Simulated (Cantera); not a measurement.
Charge: 1 mol C2F6, 0.99 mol H2, equilibrated at 1000 Pa.

Equilibrium computed with Cantera from the NASA thermochemical tables; the gas is ideal and each condensed phase is pure. Candidate condensed phases: C, C6H6, C7H8, C8H18; 95 gas species. The feed counts by its element totals alone. Condensed phases not in the tables: fluorocarbon polymer. Gases not in the tables: C2F6 and larger saturated fluorocarbons. Rates play no part.

x: gas mole fraction; n: condensed amount in mol.

```csv
T (K),x HF,x F,x CF4,x CF2,x CF,x C3,x H,x C,n C(graphite)
798,0.663,<1e-12,0.337,<1e-12,<1e-12,<1e-12,<1e-12,<1e-12,0.995
998,0.663,1.38e-10,0.337,2.93e-9,<1e-12,<1e-12,<1e-12,<1e-12,0.995
1198,0.663,7.94e-8,0.337,8.55e-7,<1e-12,<1e-12,5.43e-11,<1e-12,0.995
1398,0.663,7.46e-6,0.337,4.83e-5,4.58e-10,<1e-12,2.48e-9,<1e-12,0.995
1598,0.663,0.000225,0.336,0.000976,8.48e-8,<1e-12,4.45e-8,<1e-12,0.994
1798,0.658,0.00318,0.328,0.00987,4.83e-6,1.08e-11,4.24e-7,2.40e-11,0.982
1998,0.631,0.0255,0.282,0.0582,0.000117,2.64e-9,2.59e-6,2.92e-9,0.921
2198,0.538,0.123,0.143,0.187,0.00138,2.32e-7,1.17e-5,1.47e-7,0.754
2398,0.427,0.311,0.0183,0.232,0.00732,9.48e-6,5.40e-5,3.86e-6,0.788
2598,0.374,0.472,0.000719,0.131,0.0206,0.000215,0.000307,6.08e-5,?
2798,0.344,0.555,2.05e-5,0.0540,0.0408,0.00308,0.00171,0.000645,?
2998,0.312,0.557,5.45e-7,0.0190,0.0642,0.0305,0.00850,0.00497,?
3198,0.259,0.552,1.41e-8,0.00478,0.0608,0.0611,0.0317,0.0192,?
```

Q: What belongs in the gaps?

A: 
- 2598, n C(graphite): 1.19
- 2798, n C(graphite): 1.40
- 2998, n C(graphite): 0.830
- 3198, n C(graphite): 0
